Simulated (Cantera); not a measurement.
**Thermodynamics of abatement and gas-phase synthesis, feed SO2 + H2O + N2**

Feed: 1 mol SO2, 0.034 mol H2O, 0.39 mol N2, equilibrated at 0.710 bar.

Method: chemical equilibrium by Gibbs-energy minimisation in Cantera with the NASA 1993 tables (ideal gas, pure condensed phases). Candidate condensed phases: H2O, H2SO4, S; 35 gas species. Rates play no part.

| T (K) | x SO2 | x N2 | x SO | x O2 | x O | x H2O | x NO | x OH | x S |
|---|---|---|---|---|---|---|---|---|---|
| 2523 | 0.647 | 0.266 | 0.0380 | 0.0165 | 0.00247 | 0.0195 | 0.00389 | 0.00396 | 0.000556 |
| 2573 | 0.636 | 0.264 | 0.0453 | 0.0196 | 0.00342 | 0.0187 | 0.00461 | 0.00471 | 0.000786 |
| 2623 | 0.623 | 0.262 | 0.0535 | 0.0231 | 0.00466 | 0.0178 | 0.00540 | 0.00553 | 0.00110 |
| 2673 | 0.609 | 0.260 | 0.0626 | 0.0270 | 0.00627 | 0.0168 | 0.00628 | 0.00641 | 0.00151 |
| 2723 | 0.593 | 0.257 | 0.0727 | 0.0312 | 0.00834 | 0.0158 | 0.00725 | 0.00736 | 0.00205 |
| 2773 | 0.575 | 0.254 | 0.0838 | 0.0358 | 0.0109 | 0.0146 | 0.00830 | 0.00834 | 0.00275 |
| 2823 | 0.555 | 0.251 | 0.0956 | 0.0407 | 0.0142 | 0.0134 | 0.00943 | 0.00933 | 0.00365 |
| 2873 | 0.534 | 0.248 | 0.108 | 0.0458 | 0.0183 | 0.0121 | 0.0106 | 0.0103 | 0.00479 |
| 2923 | 0.510 | 0.244 | 0.122 | 0.0512 | 0.0232 | 0.0108 | 0.0119 | 0.0112 | 0.00621 |
| 2973 | 0.485 | 0.240 | 0.135 | 0.0567 | 0.0291 | 0.00949 | 0.0132 | 0.0121 | 0.00797 |
| 3023 | 0.459 | 0.235 | 0.150 | 0.0622 | 0.0362 | 0.00822 | 0.0146 | 0.0128 | 0.0101 |
x: gas mole fraction; nothing condenses.

From 2523 K to 3023 K nothing is condensed.
